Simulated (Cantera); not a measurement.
Feed: 1 mol Fe(CO)5, 0.15 mol H2, 0.43 mol CO, held at 1198.15 K and 1950 Torr.

Equilibrium computed with Cantera from the NASA thermochemical tables; the gas is ideal and each condensed phase is pure. Candidate condensed phases: C, C6H6, C7H8, C8H18, Fe, Fe(CO)5, FeO, Fe(OH)2, Fe(OH)3, Fe2O3, Fe3O4, H2O; 114 gas species. Condensed phases not in the tables: cementite and carbon dissolved in iron. Kinetics and transport are ignored.

Base state: CO 0.928, CO2 0.0435, H2 0.0264, H2O 0.00169, CH4 2.89e-5 (mole fractions); condensed: C(graphite) + Fe(γ).

Question: What changes in the equilibrium state with this change: temperature from 1198.15 K to 1148 K?

Answer: 
| species | before | after |
|---|---|---|
| CO | 0.928 | 0.888 |
| CO2 | 0.0435 | 0.0833 |
| H2 | 0.0264 | 0.0262 |
| H2O | 0.00169 | 0.00291 |
| CH4 | 2.89e-5 | 4.25e-5 |
| C(graphite), mol | 0.241 | 0.443 |
| Fe(γ), mol | 1.00 | 0 |
| Fe(α), mol | 0 | 1.00 |
